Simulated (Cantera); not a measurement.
A closed system holds: 1 mol Fe3O4, 7.2 mol CO, held at 1273.15 K and 15.0 Torr.

Cantera equilibrium calculation (NASA polynomials, part measured and part estimated; ideal gas, pure solids and liquids). Candidate condensed phases: C, Fe, Fe(CO)5, FeO, Fe2O3, Fe3O4; 15 gas species. Mutual solubility and eutectic melting of coexisting phases are not modelled. The tables' stoichiometric FeO is somewhat more stable than real wüstite, so its field is too wide. FeO: taken at fixed stoichiometry. Rates play no part.

Base state: CO 0.840, CO2 0.160 (mole fractions); condensed: Fe(γ) + FeO(s).

Task: What changes in the equilibrium state with this change: 0.14 mol H2 added?

Result: 
| species | before | after |
|---|---|---|
| CO | 0.840 | 0.824 |
| CO2 | 0.160 | 0.157 |
| H2 | 0 | 0.0145 |
| H2O | 0 | 0.00456 |
| Fe(γ), mol | 0.149 | 0.183 |
| FeO(s), mol | 2.85 | 2.82 |
Further candidate phases: C6H6, C7H8, C8H18, Fe(OH)2, Fe(OH)3, H2O.

Task: What changes in the equilibrium state with this change: temperature from 1273.15 K to 1075 K?

Result: 
| species | before | after |
|---|---|---|
| CO | 0.840 | 0.813 |
| CO2 | 0.160 | 0.187 |
| Fe(γ), mol | 0.149 | 0 |
| FeO(s), mol | 2.85 | 2.66 |
| Fe(α), mol | 0 | 0.345 |
